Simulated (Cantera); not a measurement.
An adiabatic, constant-pressure homogeneous reactor starts with CH4 : CO : O2 : N2 = 1 : 0.13 : 1.29 : 4.85 (molar parts), equivalence ratio 1.6, at 1425 K and 1.68 atm.

Detailed kinetics in Cantera: GRI-Mech 3.0 (53 species, 325 reactions).

Problem. Predict: time of steepest temperature rise; temperature at 0.200 s; equilibrium temperature; x(CO) at 0.200 s; x(O2) at 0.200 s; x(O) at 0.200 s; x(HCO) at 0.200 s.

Solution. 
```
Quantity                                                               Value
---------------------------------  -----------------------------------------
time of steepest temperature rise                                    2.34 ms
temperature at 0.200 s                                                2665 K
equilibrium temperature                                               2665 K
x(CO) at 0.200 s                         0.109 (gas-phase equilibrium 0.109)
x(O2) at 0.200 s                   0.000343 (gas-phase equilibrium 0.000343)
x(O) at 0.200 s                    0.000445 (gas-phase equilibrium 0.000445)
x(HCO) at 0.200 s                    2.31e-7 (gas-phase equilibrium 2.31e-7)
```
